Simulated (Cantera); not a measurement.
A Cantera script and what it prints.

```python
import numpy as np
import cantera as ct

gas_names = """
    CL CL2 H HCL H2 Si SiCL SiCL2 SiCL3 SiCL4 SiH SiHCL3 SiH2 SiH2CL2 SiH3 SiH3CL SiH4 Si2 Si3
""".split()
cond_names = """
    Si(cr) Si(L)
""".split()


# ... load() reads the species with a 1 bar reference pressure and builds the phases ...
atoms = {
    'Si': {'Si': 1},
    'Cl2': {'CL': 2},
    'H2': {'H': 2},
}
top_T = {}  # K; cautious upper limits of use, not melting points


# ... equilibrate(T, P, feed) seeds the gas with the atoms and calls Mixture.equilibrate('TP', solver="vcs", rtol=1e-11, max_steps=5000) ...
results = []
T = 525  # K
P = 10000  # Pa
for m in [0.58, 0.67, 0.78, 0.91, 1.1, 1.2, 1.4, 1.7, 1.9, 2.3, 2.6, 3.1]:
    feed = {'Si': 1, 'Cl2': 1.9, 'H2': m}  # mol
    mix = equilibrate(T, P, feed)
    results.append((T, P, feed, dict(zip(mix.species_names, mix.species_moles))))

top = {s: max(r[3][s] / sum(r[3][g] for g in gas_names) for r in results) for s in gas_names}
cols = sorted((s for s in top if top[s] > 1e-05), key=lambda s: -top[s])[:6]
seen = [c for c in cond_names if any(r[3].get(c, 0) > 1e-12 for r in results)]
print("log10 of partial pressures in bar; condensed amounts in mol")
print(f"{'n(H2)':>10s}" + "".join(f"{s[:9]:>10s}" for s in cols + seen))
for T, P, feed, n in results:
    ng = sum(n[g] for g in gas_names)
    print(f"{feed['H2']:10.4g}" + "".join(f"{np.log10(max(n[s] / ng * P / 1e5, 1e-99)):10.3f}" for s in cols)
          + "".join(f"{n.get(c, 0):10.4g}" for c in seen))
```

It prints:

```
log10 of partial pressures in bar; condensed amounts in mol
     n(H2)        H2     SiCL4    SiHCL3   SiH2CL2       HCL    Si(cr)
      0.58    -1.465    -1.245    -2.056    -4.284    -6.097    0.0167
      0.67    -1.422    -1.273    -2.055    -4.255    -6.083   0.01469
      0.78    -1.380    -1.305    -2.058    -4.229    -6.070   0.01251
      0.91    -1.341    -1.340    -2.065    -4.207    -6.059   0.01025
       1.1    -1.296    -1.387    -2.078    -4.186    -6.048  0.007396
       1.2    -1.277    -1.410    -2.086    -4.179    -6.044  0.006064
       1.4    -1.246    -1.453    -2.102    -4.169    -6.039  0.003673
       1.7    -1.211    -1.510    -2.127    -4.162    -6.036 0.0006096
       1.9    -1.192    -1.543    -2.154    -4.183    -6.023         0
       2.3    -1.163    -1.601    -2.212    -4.241    -5.994         0
       2.6    -1.146    -1.640    -2.251    -4.280    -5.978         0
       3.1    -1.125    -1.698    -2.309    -4.337    -5.956         0
```

Cantera equilibrium calculation (NASA polynomials, part measured and part estimated; ideal gas, pure solids and liquids).
